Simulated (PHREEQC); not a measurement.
Dissolve 0.0066 mol Na2SiF6 per kg of water at 70 °C. Closed to the air; pH follows from the charge balance.

Equilibrium calculation in PHREEQC: ion-association model, phreeqc.dat.

This is a speciation only: nothing precipitates in the calculation.

Q: What pH, ionic strength does the model give?

A: pH 3.30; ionic strength 0.0188 mol/kgw.

Q: In which forms is F present?

A: SiF6-2 77 %, HF 14 %, F- 8.8 % of the F.

Examples of supersaturated solids here: Quartz (slow to form), Chalcedony (slow to form). Others may be too. Complexes and solids missing from the database can't appear. Away from 25 °C the constants follow the database's enthalpies or fits; those with neither stay at their 25 °C values. SiF6-2 is the database's only silicon fluoride.
